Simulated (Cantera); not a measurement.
A closed system holds: 1 mol CaO, 0.2 mol O2, 0.2 mol H2O, held at 1948 K and 100000 Pa.

Method: chemical equilibrium by Gibbs-energy minimisation in Cantera with the NASA 1993 tables (ideal gas, pure condensed phases). Candidate condensed phases: Ca, CaO, Ca(OH)2, H2O; 14 gas species. Kinetics and transport are ignored.

Base state: O2 0.498, H2O 0.497, OH 0.00436, O 0.000313, H2 0.000136, Ca(OH)2 3.35e-5, H 1.32e-5 (mole fractions); condensed: CaO(s).

**Question.** What changes in the equilibrium state with this change: pressure from 100000 Pa to 7500 Pa?

**Answer.** 
| species | before | after |
|---|---|---|
| O2 | 0.498 | 0.496 |
| H2O | 0.497 | 0.494 |
| OH | 0.00436 | 0.00830 |
| Ca(OH)2 | 3.35e-5 | 3.32e-5 |
| H | 1.32e-5 | 9.16e-5 |
| O | 0.000313 | 0.00114 |
| H2 | 0.000136 | 0.000493 |
| CaO(s), mol | 1.000 | 1.000 |

**Question.** What changes in the equilibrium state with this change: temperature from 1948 K to 1798 K?

**Answer.** 
| species | before | after |
|---|---|---|
| O2 | 0.498 | 0.499 |
| H2O | 0.497 | 0.499 |
| OH | 0.00436 | 0.00189 |
| Ca(OH)2 | 3.35e-5 | 8.80e-6 |
| H | 1.32e-5 | 2.15e-6 |
| O | 0.000313 | 8.44e-5 |
| H2 | 0.000136 | 3.73e-5 |
| CaO(s), mol | 1.000 | 1.000 |
